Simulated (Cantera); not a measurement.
An adiabatic, constant-volume homogeneous reactor starts with 5.22 % CH3OH, 11.3 % O2, 83.5 % N2, equivalence ratio 0.69, at 1250 K and 1.01 bar.

Cantera simulation using GRI-Mech 3.0 (53 species, 325 reactions); the numbers are that mechanism's predictions, not measurements. GRI-Mech 3.0 was tuned for natural gas; its chemistry of methanol as a main component is partial and can be far from experiment.

### Question
Predict: time of steepest temperature rise; temperature at 0.900 s; equilibrium temperature; x(O2) at 0.900 s; x(NO) at 0.900 s; x(H2O) at 0.900 s; x(H2O2) at 0.900 s.

### Answer
| Item | Value |
|---|---|
| time of steepest temperature rise | 5.56 ms |
| temperature at 0.900 s | 2325 K |
| equilibrium temperature | 2325 K |
| x(O2) at 0.900 s | 0.0312 (gas-phase equilibrium 0.0312) |
| x(NO) at 0.900 s | 0.00647 (gas-phase equilibrium 0.00647) |
| x(H2O) at 0.900 s | 0.0981 (gas-phase equilibrium 0.0981) |
| x(H2O2) at 0.900 s | 1.14e-7 (gas-phase equilibrium 1.14e-7) |
